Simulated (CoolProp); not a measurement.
Vapour pressure (kPa) of ethylene: the reference equation beside estimates from Tc = 9.2 °C, pc = 5042 kPa, ω = 0.087.

The numbers come from the reference Helmholtz-energy equation of state, Smukala 2000 in CoolProp.

```
T (°C)   reference  Lee-Kesler  van der Waals  Redlich-Kwong
-------  ---------  ----------  -------------  -------------
-121.55      30.94       30.59          223.5          29.01
-117.35          …       41.63          265.4              …
-113.15      56.23       55.65          312.4          55.18
-108.95          …           …          364.8          73.79
-104.75      95.61           …          423.1          96.93
-100.55      122.0       121.2          487.4          125.2
-96.35       153.7       152.9          558.0              …
-92.15           …       190.6          635.1          200.2
```

### Question
What belongs in the gaps?

### Answer

- -117.35, reference: 42.09
- -117.35, Redlich-Kwong: 40.45
- -108.95, reference: 73.89
- -108.95, Lee-Kesler: 73.19
- -104.75, Lee-Kesler: 94.83
- -96.35, Redlich-Kwong: 159.4
- -92.15, reference: 191.4

Absolute difference from the reference over all 8 rows, mean and median: Lee-Kesler 0.8 and 0.9 %, van der Waals 392.4 and 368.1 %, Redlich-Kwong 3.1 and 3.2 %.
